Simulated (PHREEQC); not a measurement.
Make-up at 25 °C: 0.0025 mol CaSO4 per kg of water. Closed to the air; pH follows from the charge balance.

Equilibrium calculation in PHREEQC: ion-association model, phreeqc.dat.

- ionic strength: 0.00849 mol/kgw
- specific conductance: 520 µS/cm

| species | molality | activity | log γ |
|---|---|---|---|
| Ca+2 | 0.00212 | 0.00146 | -0.162 |
| SO4-2 | 0.00212 | 0.00146 | -0.164 |
| CaSO4 | 0.000378 | 0.000378 | 0.001 |
| OH- | 1.17e-7 | 1.06e-7 | -0.042 |
| H+ | 1.04e-7 | 9.57e-8 | -0.037 |
| HSO4- | 1.49e-8 | 1.36e-8 | -0.042 |
| CaOH+ | 2.79e-9 | 2.54e-9 | -0.042 |

This is a speciation only: nothing precipitates in the calculation.
